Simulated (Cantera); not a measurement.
## Low-pressure radical oxidation in H2/O2

A perfectly stirred reactor is fed with H₂ : O₂ = 0.5 : 1 (molar parts), at 20.0 Torr; it is held at 1098 K, and followed from long to short residence time.

Computed with Cantera and the H2/O2 subset of GRI-Mech 3.0, which has no nitrogen chemistry. Radical loss at walls, strong at low pressure, is not modelled. The temperature is held fixed by assumption; the heat of reaction is taken as removed at once.

```json
[
 {"τ (s)": "1.3", "x H₂": "0.000811", "x O₂": "0.599", "x H₂O₂": "1.08e-6", "x H": "0.000123", "x H₂O": "0.398"},
 {"τ (s)": "0.45", "x H₂": "0.00159", "x O₂": "0.599", "x H₂O₂": "1.37e-6", "x H": "0.000354", "x H₂O": "0.397"},
 {"τ (s)": "0.16", "x H₂": "0.00301", "x O₂": "0.598", "x H₂O₂": "1.62e-6", "x H": "0.000992", "x H₂O": "0.394"},
 {"τ (s)": "0.056", "x H₂": "0.00565", "x O₂": "0.596", "x H₂O₂": "1.82e-6", "x H": "0.00280", "x H₂O": "0.388"},
 {"τ (s)": "0.020", "x H₂": "0.0103", "x O₂": "0.592", "x H₂O₂": "1.90e-6", "x H": "0.00761", "x H₂O": "0.377"},
 {"τ (s)": "0.0070", "x H₂": "0.0187", "x O₂": "0.585", "x H₂O₂": "1.82e-6", "x H": "0.0202", "x H₂O": "0.355"},
 {"τ (s)": "0.0025", "x H₂": "0.0328", "x O₂": "0.573", "x H₂O₂": "1.58e-6", "x H": "0.0470", "x H₂O": "0.313"},
 {"τ (s)": "0.00088", "x H₂": "0.0569", "x O₂": "0.562", "x H₂O₂": "1.31e-6", "x H": "0.0848", "x H₂O": "0.251"},
 {"τ (s)": "0.00031", "x H₂": "0.103", "x O₂": "0.568", "x H₂O₂": "1.14e-6", "x H": "0.101", "x H₂O": "0.181"}
]
```
x: mole fraction; the columns are a selection and need not sum to one.
